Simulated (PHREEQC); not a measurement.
Solution (10 °C): 7 mmol/kgw Cu(NO3)2 and 50 mmol/kgw HCl. Closed to the air; pH follows from the charge balance.

Model: ion-association model, phreeqc.dat, run in PHREEQC.

pH: 1.38
ionic strength: 0.0706 mol/kgw
specific conductance: 13400 µS/cm
density: 1.002 g/cm³
total alkalinity: -50.0 meq/kg

| species | molality | activity | log γ |
|---|---|---|---|
| H+ | 0.0500 | 0.0421 | -0.074 |
| Cl- | 0.0498 | 0.0396 | -0.099 |
| NO3- | 0.0140 | 0.0110 | -0.105 |
| Cu+2 | 0.00681 | 0.00305 | -0.348 |
| CuCl+ | 0.000188 | 0.000150 | -0.098 |
| CuCl2 | 2.65e-6 | 2.70e-6 | 0.007 |

Precipitation was switched off in this run. Away from 25 °C the constants follow the database's enthalpies or fits; those with neither stay at their 25 °C values.
